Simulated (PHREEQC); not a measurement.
Make-up at 28 °C: 21 mmol/kgw HF, 48 mmol/kgw (CH3)4NF and 2.7 mmol/kgw H2SO4. Closed to the air; pH follows from the charge balance.

Equilibrium calculation in PHREEQC: ion-association model, phreeqc.dat.

Each row changes one thing in this solution. Precipitation was switched off in this run.

```
case                                     pH  ionic strength (mol/kgw)  F- (mol/kgw)  HF (mol/kgw)  HF2- (mol/kgw)  SO4-2 (mol/kgw)
-------------------------------------  ----  ------------------------  ------------  ------------  --------------  ---------------
as made                                3.35                    0.0512        0.0397        0.0223         0.00348          0.00263
HF from 0.021 to 0.0189 mol/kgw        3.39                    0.0511        0.0399        0.0205         0.00322          0.00264
temperature from 28 to 70 °C           3.70                    0.0508        0.0391        0.0223         0.00381          0.00262
(CH3)4NF from 0.048 to 0.0096 mol/kgw  2.61                    0.0146       0.00671        0.0227        0.000597          0.00229
diluted 100-fold with water            3.86                  0.000649      0.000568      0.000121         2.70e-7          2.67e-5
temperature from 28 to 85 °C           3.83                    0.0508        0.0392        0.0224         0.00370          0.00261
(CH3)4NF left out                      2.21                   0.00858       0.00209        0.0186        0.000153          0.00182
```

(CH3)4N+ isn't in the database: it is added as a free cation with an ion size of 4 Å. Away from 25 °C the constants follow the database's enthalpies or fits; those with neither stay at their 25 °C values.
